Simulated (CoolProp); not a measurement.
The fluid at 339.53 K and 0.484 MPa is compressed adiabatically to 2.42 MPa with isentropic efficiency 0.85. The same conditions are run with several fluids, on thermodynamics alone (safety and materials aside).

The numbers come from the reference Helmholtz-energy equation of state of each fluid (c-C4F8 (RC318): Platzer 1990; oxygen: Schmidt 1985; carbonyl sulfide: Lemmon 2006; carbon dioxide: Span 1996) in CoolProp. The equations of Platzer and Polt are older, rougher fits.

Question: Rank c-C4F8 (RC318), oxygen, carbonyl sulfide, carbon dioxide by work (kJ/kg), highest first.

Answer: oxygen (211), carbon dioxide (142), carbonyl sulfide (98.9), c-C4F8 (RC318) (21.8)

| fluid | final temperature (K) | final density (kg/m³) |
|---|---|---|
| c-C4F8 (RC318) | 388.8 | 259 |
| oxygen | 560.1 | 16.5 |
| carbonyl sulfide | 479.5 | 38.9 |
| carbon dioxide | 493.2 | 26.5 |

Above 300 K oxygen's equation is extrapolated.
